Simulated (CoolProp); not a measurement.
Propylene glycol at several states: Z from the reference equation and from simpler models built on Tc = 400.8 °C, pc = 7.292 MPa, ω = 0.327; each cubic takes its own stable root.

The numbers come from the reference Helmholtz-energy equation of state, Eisenbach 2021 in CoolProp.

```csv
T (°C),p (MPa),phase,reference,van der Waals,Redlich-Kwong,Soave-Redlich-Kwong,Peng-Robinson
-5.65,0.661,liquid,0.02142,0.03302,0.02216,0.02177,0.01942
242.25,0.0201,gas,0.9974,0.9985,0.9980,0.9978,0.9976
211.65,1.34,liquid,0.02911,0.8651,0.03147,0.02981,0.02633
0.05,2.92,liquid,0.09293,0.1430,0.09616,0.09441,0.08421
214.75,0.608,liquid,0.01319,0.9444,0.9254,0.01353,0.01195
```

At some of these states van der Waals, Redlich-Kwong gives the other phase, because its saturation line lies elsewhere.
